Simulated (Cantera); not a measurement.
An isothermal, constant-pressure homogeneous reactor starts with CO : O2 : H2O : N2 = 0.0018 : 0.0097 : 0.044 : 1 (molar parts), equivalence ratio 0.093, at 1400 K and 54000 Pa. Integrator tolerance rtol = 1e-08.

Detailed kinetics in Cantera: GRI-Mech 3.0 (53 species, 325 reactions).

Q: What does this change do: CO 0.0018 to 0.0004 parts?

A: 
```csv
quantity,before,after
x(CO) at 40.0 s,2.51e-8 (gas-phase equilibrium 2.52e-8),5.37e-9 (gas-phase equilibrium 5.40e-9)
x(O2) at 40.0 s,0.00834 (gas-phase equilibrium 0.00826),0.00901 (gas-phase equilibrium 0.00893)
x(H2O) at 40.0 s,0.0417 (gas-phase equilibrium 0.0417),0.0417 (gas-phase equilibrium 0.0417)
x(CO2) at 40.0 s,0.00171 (gas-phase equilibrium 0.00171),0.000380 (gas-phase equilibrium 0.000380)
x(O) at 40.0 s,1.18e-7 (gas-phase equilibrium 1.18e-7),1.23e-7 (gas-phase equilibrium 1.22e-7)
x(NO) at 40.0 s,6.70e-8 (gas-phase equilibrium 0.000158),1.89e-8 (gas-phase equilibrium 0.000165)
x(H) at 40.0 s,3.54e-9 (gas-phase equilibrium 3.55e-9),3.48e-9 (gas-phase equilibrium 3.48e-9)
```
